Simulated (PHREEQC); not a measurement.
Dissolve 0.0024 mol K2SiO3 per kg of water at 30 °C. Closed to the air; pH follows from the charge balance.

Computed with PHREEQC (Pitzer model, pitzer.dat).

Each row changes one thing in this solution. Precipitation was switched off in this run.

```tsv
case	pH	ionic strength (mol/kgw)
as made	11.19	0.00484
K2SiO3 from 0.0024 to 0.0048 mol/kgw	[?]	0.00977
K2SiO3 from 0.0024 to 0.0036 mol/kgw	[?]	0.00730
K2SiO3 replaced by KOH at the same molality	11.19	0.00240
K2SiO3 from 0.0024 to 0.00048 mol/kgw	10.55	0.000962
```

Problem. Fill in the missing entries.

Solution. 
- K2SiO3 from 0.0024 to 0.0048 mol/kgw, pH: 11.46
- K2SiO3 from 0.0024 to 0.0036 mol/kgw, pH: 11.35

Complexes and solids missing from the database can't appear.
